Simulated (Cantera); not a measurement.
Thermodynamics of calcination and drying, feed MgCO3 + H2 + CO2

A closed system holds: 1 mol MgCO3, 3.5 mol H2, 0.041 mol CO2, equilibrated at 2050 K.

Method: chemical equilibrium by Gibbs-energy minimisation in Cantera with the NASA 1993 tables (ideal gas, pure condensed phases). Candidate condensed phases: C, C6H6, C7H8, C8H18, H2O, Mg, MgCO3, MgO, Mg(OH)2; 116 gas species. The tables' values for MgH are old estimates; treat these amounts as uncertain. The numbers say what is thermodynamically allowed, not how fast it happens.

```
P (Pa)   log p H2  log p H2O  log p CO  log p Mg  log p H  log p CO2  log p OH  n MgO(s)
-------  --------  ---------  --------  --------  -------  ---------  --------  --------
10          -4.62      -4.55     -4.85     -4.78    -4.95      -5.46     -5.84         0
52          -3.70      -3.87     -4.04     -4.34    -4.49      -4.89     -5.63     0.545
270         -2.87      -3.22     -3.27     -4.17    -4.08      -4.29     -5.39     0.880
1400        -2.12      -2.52     -2.53     -4.11    -3.71      -3.61     -5.07     0.974
7200        -1.40      -1.82     -1.82     -4.10    -3.34      -2.91     -4.72     0.995
37000       -0.69      -1.11     -1.11     -4.10    -2.99      -2.20     -4.37     0.999
190000       0.02      -0.39     -0.39     -4.10    -2.63      -1.49     -4.01     1.000
1000000      0.75       0.33      0.33     -4.10    -2.27      -0.77     -3.65     1.000
```
log p: log10 of the partial pressure in bar; n: condensed amount in mol.

At 10.0 Pa nothing is condensed. From 52.0 Pa to 1000000 Pa the condensed part is MgO(s). The main Mg-bearing gas is Mg at 10.0 Pa and Mg(OH)2 at 1000000 Pa.
